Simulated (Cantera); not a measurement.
## Abatement and gas-phase synthesis: S + H2 + N2

Feed: 1 mol S, 0.038 mol H2, 0.18 mol N2, equilibrated at 2775 °C and 470000 Pa.

Cantera equilibrium calculation (NASA polynomials, part measured and part estimated; ideal gas, pure solids and liquids). Candidate condensed phases: S; 15 gas species. Equilibrium is a limit: real reactors are often held back by kinetics, nucleation or transport.

x(S2): 0.586
x(N2): 0.236
x(S): 0.103
x(SH): 0.0369
x(H2): 0.0219
x(H): 0.0125
x(H2S): 0.00332
x(SN): 0.000699
x(N): 4.24e-6
gas amount: 0.7605 mol
log10 activity of S(l) (absent): -1.66
